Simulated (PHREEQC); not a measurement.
Brine (model solution)

Make-up at 52 °C: 2.8 mmol/kgw K2CO3 and 150 mmol/kgw FeCl2. Closed to the air; pH follows from the charge balance.

Equilibrium calculation in PHREEQC: ion-association model, wateq4f.dat.

The pH comes out as 7.39, the ionic strength is 0.421 mol/kgw and the activity of water is 0.992. The total alkalinity is 5.60 meq/kg.

```tsv
species	molality	activity	log γ
Cl-	0.288	0.185	-0.192
Fe+2	0.133	0.0329	-0.607
FeCl+	0.0123	0.00840	-0.167
K+	0.00560	0.00360	-0.192
FeOH+	0.00236	0.00161	-0.167
FeHCO3+	0.00176	0.00126	-0.143
HCO3-	0.000556	0.000384	-0.161
FeCO3	0.000457	0.000504	0.042
CO2	2.77e-5	3.05e-5	0.042
CO3-2	2.80e-6	6.38e-7	-0.643
Fe(OH)2	2.59e-6	2.85e-6	0.042
OH-	2.28e-6	1.45e-6	-0.198
```

Precipitation was switched off in this run. Examples of supersaturated solids here: Siderite. Others may be too. Complexes and solids missing from the database can't appear. Constants without temperature data keep their 25 °C values here.
